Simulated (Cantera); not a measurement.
Charge: 1 mol Si₃N₄, 0.57 mol H₂O, 42 mol H₂, 0.35 mol O₂, at 290 Pa.

Cantera equilibrium calculation (NASA polynomials, part measured and part estimated; ideal gas, pure solids and liquids). Candidate condensed phases: H₂O, Si, SiO₂, Si₂N₂O, Si₃N₄; 35 gas species. The tables' values for SiN are old estimates; treat these amounts as uncertain. Gases not in the tables: Si₂H₆ and higher silanes. Rates play no part. All values below are at 2100 K.

Base state: H₂ 0.845, H 0.0532, N₂ 0.0409, Si 0.0334, SiO 0.0260, SiH 0.000898, Si₂ 0.000317, SiH₂ 0.000112 (mole fractions); condensed: gas only.

Q: What changes in the equilibrium state with this change: H₂O from 0.57 to 0.046 mol?

A: 
```json
[
 {"species": "H₂", "before": "0.845", "after": "0.844"},
 {"species": "H", "before": "0.0532", "after": "0.0532"},
 {"species": "Si", "before": "0.0334", "after": "0.0437"},
 {"species": "SiO", "before": "0.0260", "after": "0.0155"},
 {"species": "N₂", "before": "0.0409", "after": "0.0413"},
 {"species": "Si₃", "before": "4.71e-5", "after": "0.000105"},
 {"species": "Si₂N", "before": "6.60e-5", "after": "0.000113"},
 {"species": "Si₂", "before": "0.000317", "after": "0.000540"},
 {"species": "SiN", "before": "7.56e-5", "after": "9.92e-5"},
 {"species": "SiH", "before": "0.000898", "after": "0.00117"}
]
```
